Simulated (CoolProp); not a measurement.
Vapour pressure (MPa) of R113: the reference equation beside estimates from Tc = 487.2 K, pc = 3.392 MPa, ω = 0.253.

Model: reference Helmholtz-energy equation of state, Marx 1992, in CoolProp.

```tsv
T (K)	reference	Lee-Kesler	Peng-Robinson
341.6	0.1927	0.1927	(withheld)
352.8	(withheld)	(withheld)	0.2612
364	0.3501	0.3512	(withheld)
375.1	(withheld)	0.4588	0.4546
386.3	(withheld)	0.5902	0.5853
397.5	0.7450	(withheld)	0.7426
408.6	(withheld)	0.9321	0.9279
419.8	1.148	1.150	1.148
```

Complete the blanks.


- 341.6, Peng-Robinson: 0.1919
- 352.8, reference: 0.2625
- 352.8, Lee-Kesler: 0.2631
- 364, Peng-Robinson: 0.3481
- 375.1, reference: 0.4570
- 386.3, reference: 0.5880
- 397.5, Lee-Kesler: 0.7476
- 408.6, reference: 0.9295

Absolute difference from the reference over all 8 rows, mean and median: Lee-Kesler 0.3 and 0.3 %, Peng-Robinson 0.4 and 0.4 %.
